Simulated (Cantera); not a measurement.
An adiabatic, constant-volume homogeneous reactor starts with H₂ : O₂ : N₂ = 1 : 0.556 : 2.09 (molar parts), equivalence ratio 0.90, at 1150 K and 240000 Pa. Integrator tolerance rtol = 1e-08.

Model: GRI-Mech 3.0 (53 species, 325 reactions), integrated in Cantera. The hydrogen kinetics of GRI-Mech 3.0 are dated; newer H2 mechanisms differ, most at raised pressure.

Question: What does this change do: initial temperature 1150 to 1525 K?

Answer: 
| quantity | before | after |
|---|---|---|
| time of steepest temperature rise | 32.0 µs | 5.05 µs |
| temperature at 5.00 s | 2962 K | 3054 K |
| equilibrium temperature | 2962 K | 3054 K |
| x(H₂) at 5.00 s | 0.0312 (gas-phase equilibrium 0.0312) | 0.0414 (gas-phase equilibrium 0.0414) |
| x(O₂) at 5.00 s | 0.0192 (gas-phase equilibrium 0.0192) | 0.0213 (gas-phase equilibrium 0.0213) |
| x(HO₂) at 5.00 s | 1.61e-5 (gas-phase equilibrium 1.61e-5) | 1.85e-5 (gas-phase equilibrium 1.85e-5) |
| x(H₂O) at 5.00 s | 0.257 (gas-phase equilibrium 0.257) | 0.234 (gas-phase equilibrium 0.234) |
| x(NO) at 5.00 s | 0.0124 (gas-phase equilibrium 0.0124) | 0.0145 (gas-phase equilibrium 0.0145) |
Above 3000 K some thermodynamic fits are extrapolated.

Question: What does this change do: H2 1 to 0.79 parts?

Answer: 
| quantity | before | after |
|---|---|---|
| time of steepest temperature rise | 32.0 µs | 32.1 µs |
| temperature at 5.00 s | 2962 K | 2821 K |
| equilibrium temperature | 2962 K | 2821 K |
| x(H₂) at 5.00 s | 0.0312 (gas-phase equilibrium 0.0312) | 0.0115 (gas-phase equilibrium 0.0115) |
| x(O₂) at 5.00 s | 0.0192 (gas-phase equilibrium 0.0192) | 0.0424 (gas-phase equilibrium 0.0424) |
| x(HO₂) at 5.00 s | 1.61e-5 (gas-phase equilibrium 1.61e-5) | 2.08e-5 (gas-phase equilibrium 2.08e-5) |
| x(H₂O) at 5.00 s | 0.257 (gas-phase equilibrium 0.257) | 0.230 (gas-phase equilibrium 0.230) |
| x(NO) at 5.00 s | 0.0124 (gas-phase equilibrium 0.0124) | 0.0157 (gas-phase equilibrium 0.0157) |
